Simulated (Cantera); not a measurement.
Cantera run:

```python
import numpy as np
import cantera as ct

gas_names = [...]  # 110 gases of nasa_gas.yaml made of C, H, O
cond_names = """
    C(gr) C6H6(L) C7H8(L) C8H18(L),n-octa H2O(s) H2O(L)
""".split()


# ... load() reads the species with a 1 bar reference pressure and builds the phases ...
atoms = {
    'toluene': {'C': 7, 'H': 8},
    'O2': {'O': 2},
}
top_T = {'C(gr)': 4500}  # K; cautious upper limits of use, not melting points


# ... equilibrate(T, P, feed) seeds the gas with the atoms and calls Mixture.equilibrate('TP', solver="vcs", rtol=1e-11, max_steps=5000) ...
results = []
feed = {'toluene': 1, 'O2': 0.49}  # mol
P = 13332.2  # Pa
for T in [500, 700, 900, 1100, 1300, 1500, 1700, 1900, 2100, 2300, 2500, 2700, 2900]:
    mix = equilibrate(T, P, feed)
    results.append((T, P, feed, dict(zip(mix.species_names, mix.species_moles))))
    x = sorted(zip(gas.X, gas.species_names), reverse=True)
    print(f"T = {T:g} K  P = {P:g} Pa  gas = {mix.phase_moles(0):.4g} mol")
    print("   x: " + "  ".join(f"{s} {v:.3e}" for v, s in x if v > 0.0001))
    print("   condensed (mol): " + ("  ".join(f"{mix.phase(i).name} {mix.phase_moles(i):.4g}"
          for i in range(1, mix.n_phases) if mix.phase_moles(i) > 1e-12) or "none"))
```

Result:

```
T = 500 K  P = 13332.2 Pa  gas = 2.543 mol
   x: CH4 5.890e-01  H2O 3.526e-01  H2 4.204e-02  CO2 1.633e-02
   condensed (mol): C(gr) 5.46
T = 700 K  P = 13332.2 Pa  gas = 3.289 mol
   x: H2 4.779e-01  CH4 2.591e-01  H2O 2.200e-01  CO2 3.494e-02  CO 8.062e-03
   condensed (mol): C(gr) 6.006
T = 900 K  P = 13332.2 Pa  gas = 4.623 mol
   x: H2 7.784e-01  CO 1.445e-01  H2O 3.640e-02  CH4 2.521e-02  CO2 1.554e-02
   condensed (mol): C(gr) 6.144
T = 1100 K  P = 13332.2 Pa  gas = 4.953 mol
   x: H2 7.995e-01  CO 1.951e-01  CH4 3.059e-03  H2O 1.860e-03  CO2 4.479e-04
   condensed (mol): C(gr) 6.016
T = 1300 K  P = 13332.2 Pa  gas = 4.976 mol
   x: H2 8.024e-01  CO 1.967e-01  CH4 6.750e-04  H2O 1.918e-04
   condensed (mol): C(gr) 6.018
T = 1500 K  P = 13332.2 Pa  gas = 4.979 mol
   x: H2 8.029e-01  CO 1.968e-01  CH4 2.209e-04
   condensed (mol): C(gr) 6.019
T = 1700 K  P = 13332.2 Pa  gas = 4.98 mol
   x: H2 8.027e-01  CO 1.968e-01  H 3.616e-04
   condensed (mol): C(gr) 6.019
T = 1900 K  P = 13332.2 Pa  gas = 4.985 mol
   x: H2 8.011e-01  CO 1.966e-01  H 1.945e-03  C2H2,acetylene 3.059e-04
   condensed (mol): C(gr) 6.017
T = 2100 K  P = 13332.2 Pa  gas = 4.999 mol
   x: H2 7.952e-01  CO 1.960e-01  H 7.609e-03  C2H2,acetylene 1.149e-03
   condensed (mol): C(gr) 6.008
T = 2300 K  P = 13332.2 Pa  gas = 5.039 mol
   x: H2 7.787e-01  CO 1.945e-01  H 2.339e-02  C2H2,acetylene 3.365e-03
   condensed (mol): C(gr) 5.986
T = 2500 K  P = 13332.2 Pa  gas = 5.132 mol
   x: H2 7.416e-01  CO 1.910e-01  H 5.930e-02  C2H2,acetylene 8.022e-03
   condensed (mol): C(gr) 5.936
T = 2700 K  P = 13332.2 Pa  gas = 5.321 mol
   x: H2 6.718e-01  CO 1.842e-01  H 1.275e-01  C2H2,acetylene 1.584e-02  C2H 3.192e-04  C4H2 1.552e-04
   condensed (mol): C(gr) 5.843
T = 2900 K  P = 13332.2 Pa  gas = 5.658 mol
   x: H2 5.617e-01  H 2.359e-01  CO 1.732e-01  C2H2,acetylene 2.587e-02  C2H 1.610e-03  C3 7.757e-04  C4H2 4.968e-04  C 1.420e-04
   condensed (mol): C(gr) 5.681
```

These are equilibrium values from Cantera (NASA tables, ideal gas, pure condensed phases), not measurements of a reactor.
